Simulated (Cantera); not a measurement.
Charge: 1 mol HMDSO, 0.12 mol O3, held at 0.100 bar.

Method: chemical equilibrium by Gibbs-energy minimisation in Cantera with the NASA 1993 tables (ideal gas, pure condensed phases). Candidate condensed phases: C, C6H6, C7H8, C8H18, H2O, Si, SiC, SiO2; 123 gas species. The feed counts by its element totals alone. Mutual solubility and eutectic melting of coexisting phases are not modelled. The tables hold silica as quartz up to 1696 K and as liquid above; real silica turns to tridymite and cristobalite and melts near 1996 K. Equilibrium is a limit: real reactors are often held back by kinetics, nucleation or transport. All values below are at 1348 K.

Base state: H2 0.984, CO 0.0150, CH4 0.000565, SiO 1.45e-5 (mole fractions); condensed: C(graphite) + SiC(s) + SiO2(β-quartz).

Question: What changes in the equilibrium state with this change: O3 from 0.12 to 4.9 mol?

Answer: 
```tsv
species	before	after
H2	0.984	0.335
CO	0.0150	0.285
H2O	8.62e-6	0.265
CO2	6.72e-8	0.115
SiO	1.45e-5	<1e-9
CH4	0.000565	1.38e-8
C(graphite), mol	4.47	0
SiC(s), mol	1.39	0
SiO2(β-quartz), mol	0.611	2.00
```
Gases not in the tables: Si(OH)4.
